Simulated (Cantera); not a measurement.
## Silicon nitride deposition: SiCl4 + NH3 + H2

A closed system holds: 1 mol SiCl4, 0.32 mol NH3, 4.3 mol H2.

Equilibrium computed with Cantera from the NASA thermochemical tables; the gas is ideal and each condensed phase is pure. Candidate condensed phases: NH4Cl, Si, Si3N4; 28 gas species. The tables' values for SiCl3 are old estimates. Kinetics and transport are ignored.

Problem. Map the stable condensed phases over T = 1098, 1123, 1148, 1173, 1198, 1223, 1248, 1273, 1298, 1323, 1348, 1373, 1398 K and P in Pa = 5, 26, 140, 710, 3700, 19000, 100000.

Solution. 
```
T in K \ P in Pa
              5     26    140    710   3700  19000 100000
   1398       A      A      B      B      B      B      B
   1373       A      A      B      B      B      B      B
   1348       A      A      B      B      B      B      B
   1323       A      B      B      B      B      B      B
   1298       A      B      B      B      B      B      B
   1273       B      B      B      B      B      B      B
   1248       B      B      B      B      B      B      B
   1223       B      B      B      B      B      B      B
   1198       B      B      B      B      B      B      B
   1173       B      B      B      B      B      B      B
   1148       B      B      B      B      B      B      B
   1123       B      B      B      B      B      B      B
   1098       B      B      B      B      B      B      B
```
A: gas only; B: Si3N4.
